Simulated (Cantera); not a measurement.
An adiabatic, constant-pressure homogeneous reactor starts with CH4 : C2H6 : O2 : N2 : H2O = 1 : 0.15 : 1.1 : 4.13 : 0.18 (molar parts), at 1123 K and 1.30 bar.

Model: GRI-Mech 3.0 (53 species, 325 reactions), integrated in Cantera.

x: mole fraction; the columns are a selection and need not sum to one.

```json
[
 {"t (s)": "2.00e-6", "T (K)": "1123", "x CH4": "0.152", "x C2H6": "0.0229", "x O2": "0.168", "x N2O": "<1e-12", "x CH3": "1.05e-8", "x NO2": "<1e-12", "x H2O2": "<1e-12"},
 {"t (s)": "5.64e-6", "T (K)": "1123", "x CH4": "0.152", "x C2H6": "0.0229", "x O2": "0.168", "x N2O": "<1e-12", "x CH3": "2.94e-8", "x NO2": "<1e-12", "x H2O2": "3.24e-12"},
 {"t (s)": "1.59e-5", "T (K)": "1123", "x CH4": "0.152", "x C2H6": "0.0229", "x O2": "0.168", "x N2O": "<1e-12", "x CH3": "8.14e-8", "x NO2": "<1e-12", "x H2O2": "2.97e-11"},
 {"t (s)": "4.48e-5", "T (K)": "1123", "x CH4": "0.152", "x C2H6": "0.0229", "x O2": "0.168", "x N2O": "<1e-12", "x CH3": "2.18e-7", "x NO2": "<1e-12", "x H2O2": "3.37e-10"},
 {"t (s)": "0.000126", "T (K)": "1123", "x CH4": "0.152", "x C2H6": "0.0229", "x O2": "0.168", "x N2O": "<1e-12", "x CH3": "5.39e-7", "x NO2": "<1e-12", "x H2O2": "(withheld)"},
 {"t (s)": "0.000356", "T (K)": "1123", "x CH4": "0.152", "x C2H6": "0.0229", "x O2": "0.168", "x N2O": "<1e-12", "x CH3": "1.12e-6", "x NO2": "<1e-12", "x H2O2": "(withheld)"},
 {"t (s)": "0.00100", "T (K)": "1123", "x CH4": "0.152", "x C2H6": "0.0229", "x O2": "0.168", "x N2O": "4.43e-12", "x CH3": "2.24e-6", "x NO2": "<1e-12", "x H2O2": "(withheld)"},
 {"t (s)": "0.00283", "T (K)": "1123", "x CH4": "0.152", "x C2H6": "0.0228", "x O2": "0.168", "x N2O": "5.64e-11", "x CH3": "9.15e-6", "x NO2": "<1e-12", "x H2O2": "(withheld)"},
 {"t (s)": "0.00797", "T (K)": "1149", "x CH4": "0.147", "x C2H6": "0.0194", "x O2": "0.162", "x N2O": "8.45e-10", "x CH3": "5.08e-5", "x NO2": "<1e-12", "x H2O2": "(withheld)"},
 {"t (s)": "0.0225", "T (K)": "2044", "x CH4": "0.00122", "x C2H6": "8.24e-8", "x O2": "4.16e-8", "x N2O": "1.09e-9", "x CH3": "0.000101", "x NO2": "1.36e-11", "x H2O2": "6.26e-11"},
 {"t (s)": "0.0634", "T (K)": "2034", "x CH4": "1.10e-5", "x C2H6": "6.59e-12", "x O2": "3.31e-8", "x N2O": "2.93e-9", "x CH3": "8.46e-7", "x NO2": "2.46e-11", "x H2O2": "4.99e-11"},
 {"t (s)": "0.179", "T (K)": "2034", "x CH4": "7.17e-10", "x C2H6": "<1e-12", "x O2": "3.36e-8", "x N2O": "1.14e-9", "x CH3": "5.55e-11", "x NO2": "1.52e-11", "x H2O2": "5.07e-11"},
 {"t (s)": "0.503", "T (K)": "2034", "x CH4": "6.54e-10", "x C2H6": "<1e-12", "x O2": "3.37e-8", "x N2O": "3.19e-10", "x CH3": "5.07e-11", "x NO2": "6.68e-12", "x H2O2": "5.07e-11"},
 {"t (s)": "1.42", "T (K)": "2034", "x CH4": "6.43e-10", "x C2H6": "<1e-12", "x O2": "3.37e-8", "x N2O": "1.62e-10", "x CH3": "4.98e-11", "x NO2": "3.00e-12", "x H2O2": "5.08e-11"},
 {"t (s)": "4.00", "T (K)": "2034", "x CH4": "6.42e-10", "x C2H6": "<1e-12", "x O2": "3.37e-8", "x N2O": "1.41e-10", "x CH3": "4.97e-11", "x NO2": "2.07e-12", "x H2O2": "5.08e-11"}
]
```

### Question
Complete the blanks.

### Answer

- 0.000126, x H2O2: 4.66e-9
- 0.000356, x H2O2: 6.55e-8
- 0.00100, x H2O2: 7.34e-7
- 0.00283, x H2O2: 7.87e-6
- 0.00797, x H2O2: 0.000132
